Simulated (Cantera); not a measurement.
Feed: 1 mol SiH₂Cl₂, 0.015 mol Cl₂, 17 mol N₂, equilibrated at 1202 °C and 1600 Pa.

Method: chemical equilibrium by Gibbs-energy minimisation in Cantera with the NASA 1993 tables (ideal gas, pure condensed phases). Candidate condensed phases: NH₄Cl, Si, Si₃N₄; 28 gas species. N₂ is the only nitrogen source here; it is nearly inert below about 1500 K, so the nitride shown seldom forms there in practice. The tables' values for SiCl₃ are old estimates; treat these amounts as uncertain. Equilibrium is a limit: real reactors are often held back by kinetics, nucleation or transport.

Q: What is the equilibrium state?

A: x(N₂): 0.894
x(HCl): 0.0700
x(H₂): 0.0190
x(SiCl₂): 0.0129
x(SiCl₃): 0.00244
x(SiCl₄): 0.00157
x(Cl): 4.22e-5
x(SiHCl₃): 4.02e-5
x(H): 1.41e-5
n(Si₃N₄(s)): 0.228 mol
gas amount: 18.51 mol
log10 activity of Si(s) (absent): -1.80
